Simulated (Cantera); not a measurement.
Feed: 1 mol SiH2Cl2, 1 mol O3, equilibrated at 0.143 Torr.

Method: chemical equilibrium by Gibbs-energy minimisation in Cantera with the NASA 1993 tables (ideal gas, pure condensed phases). Candidate condensed phases: H2O, Si, SiO2; 30 gas species. Kinetics and transport are ignored. All values below are at 600 K.

Base state: HCl 0.478, Cl2 0.201, H2O 0.201, O2 0.120 (mole fractions); condensed: SiO2(α-quartz).

**Question.** What changes in the equilibrium state with this change: SiH2Cl2 replaced by SiCl4?

**Answer.** 
```
species              before  after
-------------------  ------  -----
Cl2                   0.201  0.800
O2                    0.120  0.200
HCl                   0.478      0
H2O                   0.201      0
SiO2(α-quartz), mol    1.00   1.00
```
